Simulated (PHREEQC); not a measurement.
A column of 0.1 m (40 cells, dispersivity 0.005 m, 720 s a shift, diffusion coefficient 3e-10 m²/s) holds 0.04 eq of the database's cation exchanger X per kg of pore water, first in equilibrium with 0.027 mol LiCl, 0.0044 mol BaCl2 and 1e-05 mol HCl per kg of water. It is flushed with 0.04 mol/kgw CaCl2 and 1e-05 mol/kgw HCl, at 25 °C. Values are for the last cell. CO2 from the air is kept out. Nothing may precipitate in this run.

Base run: PHREEQC, ion-association model, phreeqc.dat. Each further column changes one thing. The table gives Ca in solution (mol/kgw).

```csv
pore volumes,base,exchange capacity from 0.04 to 0.02 eq/kgw,dispersivity from 0.005 to 0.01 m
0,0,0,0
0.5125,2.46e-10,4.82e-7,2.72e-6
1.012,0.00400,0.0110,0.00782
1.512,0.0241,0.0322,0.0245
2.013,0.0348,0.0385,0.0335
2.513,0.0385,0.0397,0.0373
3.013,0.0396,0.0400,0.0389
```
